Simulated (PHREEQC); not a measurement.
A column of 0.2 m (40 cells, dispersivity 0.01 m, 720 s a shift, diffusion coefficient 3e-10 m²/s) holds 0.16 eq of the database's cation exchanger X per kg of pore water, first in equilibrium with 7.1 mmol/kgw ZnCl2, 2.1 mmol/kgw MgSO4, 0.74 mmol/kgw CaCl2 and 0.01 mmol/kgw HCl. It is flushed with 67 mmol/kgw KBr, 33 mmol/kgw ZnSO4 and 0.01 mmol/kgw HCl, at 25 °C. Values are for the last cell. The system is closed to CO2. No solid was allowed to form.

Base run: PHREEQC, ion-association model, phreeqc.dat. Each further column changes one thing. The table gives K in solution (mol/kgw).

| pore volumes | base | exchange capacity from 0.16 to 0.08 eq/kgw | dispersivity from 0.01 to 0.02 m |
|---|---|---|---|
| 0 | 0 | 0 | 0 |
| 0.4625 | 5.45e-14 | 2.12e-9 | 7.40e-9 |
| 0.7625 | 5.16e-7 | 0.000110 | 6.43e-5 |
| 1.212 | 0.00105 | 0.0110 | 0.00407 |
| 1.512 | 0.00624 | 0.0287 | 0.0120 |
| 1.962 | 0.0223 | 0.0507 | 0.0272 |
| 2.263 | 0.0343 | 0.0587 | 0.0366 |
| 2.712 | 0.0489 | 0.0643 | 0.0478 |
| 3.013 | 0.0555 | 0.0657 | 0.0531 |
| 3.462 | 0.0615 | 0.0666 | 0.0586 |
| 3.763 | 0.0637 | 0.0668 | 0.0611 |
| 4.213 | 0.0656 | 0.0670 | 0.0635 |
| 4.513 | 0.0662 | 0.0670 | 0.0646 |
| 4.963 | 0.0666 | 0.0670 | 0.0656 |
